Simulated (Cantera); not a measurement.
Charge: 1 mol SiH4, 8.6 mol NH3, 9.1 mol N2, equilibrated at 0.00980 bar.

Method: chemical equilibrium by Gibbs-energy minimisation in Cantera with the NASA 1993 tables (ideal gas, pure condensed phases). Candidate condensed phases: Si, Si3N4; 18 gas species. The tables' values for SiN are old estimates; treat these amounts as uncertain. Gases not in the tables: Si2H6 and higher silanes. Equilibrium is a limit: real reactors are often held back by kinetics, nucleation or transport.

x: gas mole fraction; n: condensed amount in mol.

```json
[
 {"T (K)": "848", "x H2": "0.539", "x N2": "0.461", "x H": "1.41e-10", "x Si": "<1e-12", "x SiH": "<1e-12", "x Si2N": "<1e-12", "x Si2": "<1e-12", "n Si3N4(s)": "0.333", "n Si(l)": "0"},
 {"T (K)": "948", "x H2": "0.539", "x N2": "0.461", "x H": "3.89e-9", "x Si": "<1e-12", "x SiH": "<1e-12", "x Si2N": "<1e-12", "x Si2": "<1e-12", "n Si3N4(s)": "0.333", "n Si(l)": "0"},
 {"T (K)": "1048", "x H2": "0.539", "x N2": "0.461", "x H": "5.73e-8", "x Si": "<1e-12", "x SiH": "<1e-12", "x Si2N": "<1e-12", "x Si2": "<1e-12", "n Si3N4(s)": "0.333", "n Si(l)": "0"},
 {"T (K)": "1148", "x H2": "0.539", "x N2": "0.461", "x H": "5.31e-7", "x Si": "<1e-12", "x SiH": "<1e-12", "x Si2N": "<1e-12", "x Si2": "<1e-12", "n Si3N4(s)": "0.333", "n Si(l)": "0"},
 {"T (K)": "1248", "x H2": "0.539", "x N2": "0.461", "x H": "3.46e-6", "x Si": "<1e-12", "x SiH": "<1e-12", "x Si2N": "<1e-12", "x Si2": "<1e-12", "n Si3N4(s)": "0.333", "n Si(l)": "0"},
 {"T (K)": "1348", "x H2": "0.539", "x N2": "0.461", "x H": "(withheld)", "x Si": "(withheld)", "x SiH": "(withheld)", "x Si2N": "<1e-12", "x Si2": "<1e-12", "n Si3N4(s)": "0.333", "n Si(l)": "0"},
 {"T (K)": "1448", "x H2": "0.539", "x N2": "0.461", "x H": "6.84e-5", "x Si": "7.05e-9", "x SiH": "2.05e-9", "x Si2N": "2.55e-11", "x Si2": "<1e-12", "n Si3N4(s)": "0.333", "n Si(l)": "0"},
 {"T (K)": "1548", "x H2": "0.539", "x N2": "0.461", "x H": "0.000228", "x Si": "2.86e-7", "x SiH": "5.51e-8", "x Si2N": "2.84e-9", "x Si2": "4.49e-11", "n Si3N4(s)": "0.333", "n Si(l)": "0"},
 {"T (K)": "1648", "x H2": "0.539", "x N2": "0.461", "x H": "(withheld)", "x Si": "(withheld)", "x SiH": "(withheld)", "x Si2N": "(withheld)", "x Si2": "(withheld)", "n Si3N4(s)": "0.333", "n Si(l)": "0"},
 {"T (K)": "1748", "x H2": "0.538", "x N2": "0.460", "x H": "0.00169", "x Si": "0.000129", "x SiH": "1.25e-5", "x Si2N": "6.71e-6", "x Si2": "5.80e-7", "n Si3N4(s)": "0.332", "n Si(l)": "0"},
 {"T (K)": "1848", "x H2": "0.523", "x N2": "0.472", "x H": "0.00387", "x Si": "0.000640", "x SiH": "4.57e-5", "x Si2N": "2.56e-5", "x Si2": "4.45e-6", "n Si3N4(s)": "0", "n Si(l)": "0.978"},
 {"T (K)": "1948", "x H2": "0.519", "x N2": "0.470", "x H": "0.00822", "x Si": "0.00237", "x SiH": "0.000130", "x Si2N": "6.57e-5", "x Si2": "2.16e-5", "n Si3N4(s)": "0", "n Si(l)": "0.921"},
 {"T (K)": "2048", "x H2": "0.510", "x N2": "0.466", "x H": "0.0161", "x Si": "0.00771", "x SiH": "0.000331", "x Si2N": "0.000152", "x Si2": "8.95e-5", "n Si3N4(s)": "0", "n Si(l)": "0.748"},
 {"T (K)": "2148", "x H2": "0.491", "x N2": "0.455", "x H": "0.0295", "x Si": "0.0224", "x SiH": "0.000764", "x Si2N": "0.000324", "x Si2": "0.000324", "n Si3N4(s)": "0", "n Si(l)": "0.262"}
]
```

**Question.** Complete the blanks.

**Answer.** 
- 1348, x H: 1.72e-5
- 1348, x Si: 9.95e-11
- 1348, x SiH: 4.66e-11
- 1648, x H: 0.000660
- 1648, x Si: 7.35e-6
- 1648, x SiH: 9.82e-7
- 1648, x Si2N: 1.76e-7
- 1648, x Si2: 6.85e-9
